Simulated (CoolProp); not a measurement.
R1234ze(Z) at several states: fugacity coefficient from the reference equation and from simpler models built on Tc = 423.3 K, pc = 3531 kPa, ω = 0.327; each cubic takes its own stable root.

Computed with CoolProp (reference Helmholtz-energy equation of state, Akasaka 2019).

| T (K) | p (kPa) | phase | reference | van der Waals | Peng-Robinson |
|---|---|---|---|---|---|
| 412.9 | 21.6 | gas | 0.9975 | 0.9981 | 0.9975 |
| 329.3 | 67.9 | gas | 0.9821 | 0.9897 | 0.9844 |
| 387.8 | 5520 | liquid | 0.2815 | 0.4044 | 0.2918 |
| 300.6 | 1710 | liquid | 0.1109 | 0.4079 | 0.1129 |
| 348.6 | 253 | gas | 0.9460 | 0.9664 | 0.9509 |
